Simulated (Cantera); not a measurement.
**Adiabatic ignition**

An adiabatic, constant-volume homogeneous reactor starts with H₂ : O₂ : N₂ = 1 : 0.385 : 1.45 (molar parts), equivalence ratio 1.3, at 1025 K and 101000 Pa.

Detailed kinetics in Cantera: the H2/O2 subset of GRI-Mech 3.0, which has no nitrogen chemistry.

```tsv
t (s)	T (K)	P (bar)	x H₂	x O₂	x H₂O	x H₂O₂	x O	x HO₂
2.00e-6	1025	1.01	0.353	0.136	1.50e-11	<1e-12	7.07e-12	1.52e-10
7.10e-6	1025	1.01	0.353	0.136	2.82e-10	<1e-12	4.25e-11	6.77e-10
2.52e-5	1025	1.01	0.353	0.136	6.47e-9	1.81e-11	3.48e-10	5.58e-9
8.94e-5	1025	1.01	0.353	0.136	1.14e-6	3.46e-9	3.91e-8	6.60e-7
0.000317	2937	2.59	0.100	0.00375	0.272	4.21e-7	0.00348	3.84e-6
0.00113	2937	2.59	0.100	0.00375	0.272	4.21e-7	0.00347	3.84e-6
0.00400	2937	2.59	0.100	0.00375	0.272	4.21e-7	0.00347	3.84e-6
0.0142	2937	2.59	0.100	0.00375	0.272	4.21e-7	0.00347	3.84e-6
0.0504	2937	2.59	0.100	0.00375	0.272	4.21e-7	0.00347	3.84e-6
0.179	2937	2.59	0.100	0.00375	0.272	4.21e-7	0.00347	3.84e-6
0.635	2937	2.59	0.100	0.00375	0.272	4.21e-7	0.00347	3.84e-6
2.25	2937	2.59	0.100	0.00375	0.272	4.21e-7	0.00347	3.84e-6
8.00	2937	2.59	0.100	0.00375	0.272	4.21e-7	0.00347	3.84e-6
```
x: mole fraction; the columns are a selection and need not sum to one.

```yaml
time_of_steepest_temperature_rise: 0.202 ms
temperature at 8.00 s: 2937 K
equilibrium_temperature: 2937 K
x(H₂) at 8.00 s: 0.100 (gas-phase equilibrium 0.100)
x(O₂) at 8.00 s: 0.00375 (gas-phase equilibrium 0.00375)
x(H₂O) at 8.00 s: 0.272 (gas-phase equilibrium 0.272)
```
